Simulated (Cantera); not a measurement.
A closed system holds: 1 mol Al, 2.8 mol HCl, 7.3 mol H₂, at 1698 K.

Cantera equilibrium calculation (NASA polynomials, part measured and part estimated; ideal gas, pure solids and liquids). Candidate condensed phases: Al, AlCl₃; 12 gas species. The tables' values for AlCl₂ are old estimates; treat these amounts as uncertain. The numbers say what is thermodynamically allowed, not how fast it happens.

x: gas mole fraction; nothing condenses.

```json
[
 {"P (Pa)": "10", "x H₂": "0.729", "x HCl": "0.163", "x AlCl": "0.0904", "x AlCl₃": "0.000401", "x AlCl₂": "0.00299", "x H": "0.0123"},
 {"P (Pa)": "28", "x H₂": "0.736", "x HCl": "0.161", "x AlCl": "0.0883", "x AlCl₃": "0.00107", "x AlCl₂": "0.00482", "x H": "0.00741"},
 {"P (Pa)": "77", "x H₂": "0.743", "x HCl": "0.157", "x AlCl": "0.0846", "x AlCl₃": "0.00263", "x AlCl₂": "0.00741", "x H": "0.00449"},
 {"P (Pa)": "220", "x H₂": "0.754", "x HCl": "0.148", "x AlCl": "?", "x AlCl₃": "?", "x AlCl₂": "0.0109", "x H": "?"},
 {"P (Pa)": "600", "x H₂": "0.768", "x HCl": "0.134", "x AlCl": "0.0697", "x AlCl₃": "0.0120", "x AlCl₂": "0.0144", "x H": "0.00164"},
 {"P (Pa)": "1700", "x H₂": "0.786", "x HCl": "0.116", "x AlCl": "0.0589", "x AlCl₃": "0.0208", "x AlCl₂": "0.0174", "x H": "0.000983"},
 {"P (Pa)": "4600", "x H₂": "0.805", "x HCl": "0.0959", "x AlCl": "0.0482", "x AlCl₃": "0.0308", "x AlCl₂": "0.0191", "x H": "0.000605"},
 {"P (Pa)": "13000", "x H₂": "0.825", "x HCl": "0.0756", "x AlCl": "0.0379", "x AlCl₃": "0.0416", "x AlCl₂": "0.0197", "x H": "0.000364"},
 {"P (Pa)": "36000", "x H₂": "0.842", "x HCl": "?", "x AlCl": "?", "x AlCl₃": "?", "x AlCl₂": "0.0193", "x H": "?"},
 {"P (Pa)": "100000", "x H₂": "0.856", "x HCl": "0.0433", "x AlCl": "0.0226", "x AlCl₃": "0.0600", "x AlCl₂": "0.0183", "x H": "0.000134"}
]
```

Task: Fill in the missing entries.

Result: 
- 36000, x HCl: 0.0580
- 36000, x AlCl: 0.0294
- 36000, x AlCl₃: 0.0514
- 36000, x H: 0.000221
- 220, x AlCl: 0.0783
- 220, x AlCl₃: 0.00609
- 220, x H: 0.00268
